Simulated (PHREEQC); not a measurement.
A solution holds 0.065 mol CaCl2 and 2.3e-05 mol CO2 per kg of water, at 25 °C. Closed to the air; pH follows from the charge balance.

Equilibrium calculation in PHREEQC: ion-association model, phreeqc.dat.

The pH is 5.46. The ionic strength is 0.195 mol/kgw. The specific conductance is 12700 µS/cm. The density comes out as 1.003 g/cm³.

| species | molality | activity | log γ |
|---|---|---|---|
| Cl- | 0.130 | 0.0933 | -0.144 |
| Ca+2 | 0.0650 | 0.0210 | -0.490 |
| CO2 | 1.87e-5 | 1.96e-5 | 0.020 |
| H+ | 4.29e-6 | 3.43e-6 | -0.098 |
| HCO3- | 3.39e-6 | 2.53e-6 | -0.126 |
| CaHCO3+ | 8.97e-7 | 6.80e-7 | -0.120 |
| OH- | 4.15e-9 | 2.94e-9 | -0.149 |
| CaOH+ | 1.36e-9 | 1.01e-9 | -0.126 |

No solid was allowed to form.
